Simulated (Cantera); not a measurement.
What does this Cantera script print?

```python
import numpy as np
import cantera as ct

surf = ct.Interface("ptcombust.yaml", "Pt_surf")
gas = surf.adjacent["gas"]
gas.TPX = 675, 100000, {'H2': 0.0048, 'O2': 0.017, 'N2': 0.79}
surf.TP = 675, 100000
reactor = ct.FlowReactor(gas, clone=False)
reactor.area = 0.0001  # m2
reactor.surface_area_to_volume_ratio = 140  # 1/m
reactor.mass_flow_rate = 1.8 * reactor.area * gas.density  # inlet velocity 1.8 m/s
reactor.energy_enabled = False
wall = ct.ReactorSurface(surf, reactor, clone=False)
net = ct.ReactorNet([reactor])
net.rtol, net.atol = 1e-8, 1e-16
show, cover = ['H2', 'O2', 'H2O'], ['PT(S)', 'H(S)', 'O(S)', 'OH(S)', 'CO(S)', 'C(S)']

rows = []
print(f"{'z/m':>9s}{'u/(m/s)':>9s}" + "".join(f"{s:>13s}" for s in show + cover))
for z in [0.00084, 0.0016, 0.0031, 0.0061, 0.012, 0.023, 0.044, 0.084]:
    net.advance(z)
    rows.append([reactor.speed, *gas[show].X, *surf[cover].coverages])
    print(f"{z:9.4g}{rows[-1][0]:9.3g}" + "".join(f"{x:13.4e}" for x in rows[-1][1:]))
```

Output:

```
      z/m  u/(m/s)           H2           O2          H2O        PT(S)         H(S)         O(S)        OH(S)        CO(S)         C(S)
  0.00084      1.8   2.8674e-03   1.9446e-02   3.0544e-03   2.5918e-01   5.8905e-08   7.3408e-01   6.7314e-03  -1.0677e-28  -1.3914e-30
   0.0016      1.8   1.9282e-03   1.8985e-02   3.9964e-03   1.7857e-01   2.8660e-08   8.1523e-01   6.1864e-03  -3.2689e-26  -2.6581e-29
   0.0031      1.8   1.1600e-03   1.8608e-02   4.7668e-03   1.0984e-01   1.1922e-08   8.8489e-01   5.2663e-03   8.4157e-25   5.8267e-28
   0.0061      1.8   6.3884e-04   1.8352e-02   5.2896e-03   6.2079e-02   4.4719e-09   9.3374e-01   4.1809e-03  -2.2106e-26  -1.2357e-29
    0.012     1.79   3.3233e-04   1.8201e-02   5.5970e-03   3.4443e-02   1.6688e-09   9.6234e-01   3.2127e-03  -4.1585e-27   1.2326e-30
    0.023     1.79   1.6495e-04   1.8119e-02   5.7649e-03   2.0720e-02   7.1392e-10   9.7675e-01   2.5324e-03  -3.6021e-26  -2.6555e-30
    0.044     1.79   6.9860e-05   1.8072e-02   5.8603e-03   1.4283e-02   3.7751e-10   9.8360e-01   2.1203e-03  -2.3647e-27   3.8704e-31
    0.084     1.79   2.0416e-05   1.8048e-02   5.9098e-03   1.1583e-02   2.5995e-10   9.8650e-01   1.9171e-03  -2.6464e-30  -1.2870e-31
```

Cantera simulation using Deutschmann's 1995 Pt surface mechanism with GRI-Mech 3.0 gas chemistry; the numbers are that mechanism's predictions, not measurements. Catalytic surfaces can have several steady states; this one follows from the mechanism file's or the stated starting coverage. Mass transfer to the wall is taken as infinitely fast.
